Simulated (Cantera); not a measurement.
Charge: 1 mol BF3, 0.11 mol O2, 3.4 mol N2, at 0.0100 bar.

These are equilibrium values from Cantera (NASA tables, ideal gas, pure condensed phases), not measurements of a reactor. Candidate condensed phases: B, BN, B2O3; 31 gas species. Rates play no part.

Task: At 927 °C, list the 4 most abundant gas species with their mole fractions, and the condensed phases.

Result: N2 0.754, BF3 0.222, O2 0.0244, NO 6.51e-5. Condensed: gas only.
